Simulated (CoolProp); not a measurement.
Values from CoolProp's reference Helmholtz-energy equation of state, Wagner 2002.

**Question.** For water, give the phase and the speed of sound (m/s) at 329.95 °C and 24.8 MPa; 568.15 °C and 7.06 MPa; 126.15 °C and 0.0161 MPa.

**Answer.** 
- 329.95 °C and 24.8 MPa: liquid; speed of sound 877
- 568.15 °C and 7.06 MPa: gas; speed of sound 689
- 126.15 °C and 0.0161 MPa: gas; speed of sound 493
